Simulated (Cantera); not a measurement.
A Cantera script and what it prints.

```python
import numpy as np
import cantera as ct

gas_names = """
    H H2 H2S Pb PbS Pb2 S SH S2 S8
""".split()
cond_names = """
    Pb(cr) Pb(L) PbS(s) PbS(L) S(cr1) S(cr2) S(L)
""".split()


# ... load() reads the species with a 1 bar reference pressure and builds the phases ...
atoms = {
    'PbS': {'Pb': 1, 'S': 1},
    'H2': {'H': 2},
}
top_T = {}  # K; cautious upper limits of use, not melting points


# ... equilibrate(T, P, feed) seeds the gas with the atoms and calls Mixture.equilibrate('TP', solver="vcs", rtol=1e-11, max_steps=5000) ...
results = []
T = 1000  # K
P = 11  # Pa
for m in [5.9, 8, 11, 15, 20, 27, 36, 49, 67, 90, 120, 170]:
    feed = {'PbS': 1, 'H2': m}  # mol
    mix = equilibrate(T, P, feed)
    results.append((T, P, feed, dict(zip(mix.species_names, mix.species_moles))))
    x = sorted(zip(gas.X, gas.species_names), reverse=True)
    print(f"T = {T:g} K  P = {P:g} Pa  n(H2) = {m:g} mol  gas = {mix.phase_moles(0):.4g} mol")
    print("   x: " + "  ".join(f"{s} {v:.3e}" for v, s in x if v > 1e-05))
    print("   condensed (mol): " + ("  ".join(f"{mix.phase(i).name} {mix.phase_moles(i):.4g}"
          for i in range(1, mix.n_phases) if mix.phase_moles(i) > 1e-12) or "none"))
```

Output:

```
T = 1000 K  P = 11 Pa  n(H2) = 5.9 mol  gas = 6.902 mol
   x: H2 8.367e-01  PbS 1.263e-01  Pb 1.863e-02  H2S 1.815e-02  S2 2.319e-04  SH 1.142e-05
   condensed (mol): none
T = 1000 K  P = 11 Pa  n(H2) = 8 mol  gas = 9.002 mol
   x: H2 8.726e-01  PbS 9.466e-02  Pb 1.643e-02  H2S 1.609e-02  S2 1.675e-04
   condensed (mol): none
T = 1000 K  P = 11 Pa  n(H2) = 11 mol  gas = 12 mol
   x: H2 9.025e-01  PbS 6.907e-02  Pb 1.425e-02  H2S 1.400e-02  S2 1.186e-04
   condensed (mol): none
T = 1000 K  P = 11 Pa  n(H2) = 15 mol  gas = 16 mol
   x: H2 9.253e-01  PbS 5.021e-02  Pb 1.228e-02  H2S 1.211e-02  S2 8.435e-05
   condensed (mol): none
T = 1000 K  P = 11 Pa  n(H2) = 20 mol  gas = 21 mol
   x: H2 9.418e-01  PbS 3.699e-02  Pb 1.062e-02  H2S 1.050e-02  S2 6.119e-05
   condensed (mol): none
T = 1000 K  P = 11 Pa  n(H2) = 27 mol  gas = 28 mol
   x: H2 9.553e-01  PbS 2.664e-02  Pb 9.071e-03  H2S 8.979e-03  S2 4.354e-05
   condensed (mol): none
T = 1000 K  P = 11 Pa  n(H2) = 36 mol  gas = 37 mol
   x: H2 9.653e-01  PbS 1.928e-02  Pb 7.750e-03  H2S 7.683e-03  S2 3.122e-05
   condensed (mol): none
T = 1000 K  P = 11 Pa  n(H2) = 49 mol  gas = 50 mol
   x: H2 9.735e-01  PbS 1.349e-02  Pb 6.507e-03  H2S 6.460e-03  S2 2.170e-05
   condensed (mol): none
T = 1000 K  P = 11 Pa  n(H2) = 67 mol  gas = 68 mol
   x: H2 9.799e-01  PbS 9.291e-03  Pb 5.414e-03  H2S 5.382e-03  S2 1.486e-05
   condensed (mol): none
T = 1000 K  P = 11 Pa  n(H2) = 90 mol  gas = 91 mol
   x: H2 9.845e-01  PbS 6.464e-03  Pb 4.525e-03  H2S 4.501e-03  S2 1.030e-05
   condensed (mol): none
T = 1000 K  P = 11 Pa  n(H2) = 120 mol  gas = 121 mol
   x: H2 9.880e-01  PbS 4.489e-03  Pb 3.776e-03  H2S 3.759e-03
   condensed (mol): none
T = 1000 K  P = 11 Pa  n(H2) = 170 mol  gas = 171 mol
   x: H2 9.911e-01  Pb 3.007e-03  H2S 2.996e-03  PbS 2.841e-03
   condensed (mol): none
```

Method: chemical equilibrium by Gibbs-energy minimisation in Cantera with the NASA 1993 tables (ideal gas, pure condensed phases). Gases not in the tables: S3 to S7.
